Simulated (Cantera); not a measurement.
A closed system holds: 1 mol Si(CH3)4, 0.0048 mol C3H8, 330 mol H2, at 2273 K and 33.0 mbar.

Equilibrium computed with Cantera from the NASA thermochemical tables; the gas is ideal and each condensed phase is pure. Candidate condensed phases: C, C6H6, C7H8, C8H18, Si, SiC; 87 gas species. Gases not in the tables: Si2H6 and higher silanes. The numbers say what is thermodynamically allowed, not how fast it happens.

Base state: H2 0.949, H 0.0450, C2H2 (acetylene) 0.00358, Si 0.00219, SiC2 0.000275, SiH 0.000149, Si2C 0.000121, SiH2 3.89e-5 (mole fractions); condensed: C(graphite).

### Question
What changes in the equilibrium state with this change: temperature from 2273 K to 1250 K?

### Answer
```
species             before     after
----------------  --------  --------
H2                   0.949     1.000
CH4                6.71e-6  0.000363
H                   0.0450   2.66e-6
C2H2 (acetylene)   0.00358   2.52e-7
Si                 0.00219     <1e-9
SiC2              0.000275     <1e-9
SiH               0.000149     <1e-9
Si2C              0.000121     <1e-9
C(graphite), mol      1.30      2.89
SiC(s), mol              0      1.00
```
